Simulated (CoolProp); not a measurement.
Vapour-liquid equilibrium of ethanol (1) + hexamethyldisiloxane (MM) (2) at 0.111 MPa; x and y are mole fractions of (1).

Computed with CoolProp (multi-fluid Helmholtz-energy mixture model, Schroeder 2014 and Thol 2016; pair parameters Bell 2016).

| x | bubble temperature (K) | y at the bubble point | dew temperature at overall composition x (K) | liquid density (mol/L) |
|---|---|---|---|---|
| 0.05 | … | 0.269 | 375.2 | 4.373 |
| 0.2 | 355.8 | 0.536 | … | 5.078 |
| 0.35 | 352.7 | 0.612 | 363.9 | 5.926 |
| 0.5 | 351.6 | 0.650 | 357.4 | 7.052 |
| 0.65 | 351.1 | … | 351.6 | 8.615 |
| 0.8 | 351.3 | 0.759 | 351.6 | … |
| 0.95 | 352.8 | … | … | … |

Problem. What belongs in the gaps?

Solution. 
- 0.05, bubble temperature (K): 367.1
- 0.2, dew temperature at overall composition x (K): 369.8
- 0.65, y at the bubble point: 0.689
- 0.8, liquid density (mol/L): 10.88
- 0.95, y at the bubble point: 0.915
- 0.95, dew temperature at overall composition x (K): 353.3
- 0.95, liquid density (mol/L): 14.35

y crosses x between x = 0.65 and 0.8: the model has an azeotrope there.

Pair parameters are fitted to limited data, so mixtures are less certain than the pure fluids.
